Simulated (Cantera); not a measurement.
An isothermal, constant-pressure homogeneous reactor starts with N2O : N2 = 1 : 1.1 (molar parts), at 1475 K and 1.20 bar. Integrator tolerance rtol = 1e-08.

Cantera simulation using GRI-Mech 3.0 (53 species, 325 reactions); the numbers are that mechanism's predictions, not measurements. GRI-Mech 3.0 was tuned for natural gas; its chemistry of N2O as a main component is partial and can be far from experiment. The temperature is held fixed by assumption; the heat of reaction is taken as removed at once.

Q: What does this change do: temperature 1475 to 1175 K?

A: 
| quantity | before | after |
|---|---|---|
| x(N2O) at 2.00 s | 1.69e-6 (gas-phase equilibrium 7.20e-8) | 0.200 (gas-phase equilibrium 1.24e-8) |
| x(NO) at 2.00 s | 0.0704 (gas-phase equilibrium 0.00105) | 0.0184 (gas-phase equilibrium 0.000157) |
| x(NO2) at 2.00 s | 0.000384 (gas-phase equilibrium 6.34e-6) | 0.000258 (gas-phase equilibrium 3.13e-6) |
| x(O) at 2.00 s | 1.05e-6 (gas-phase equilibrium 1.15e-6) | 6.60e-7 (gas-phase equilibrium 5.88e-9) |
| x(O2) at 2.00 s | 0.157 (gas-phase equilibrium 0.192) | 0.102 (gas-phase equilibrium 0.192) |
| x(N2) at 2.00 s | 0.772 (gas-phase equilibrium 0.807) | 0.679 (gas-phase equilibrium 0.808) |
The mechanism lacks the step 2 NO + O2 → 2 NO2, which can matter for NO2 below about 1400 K.
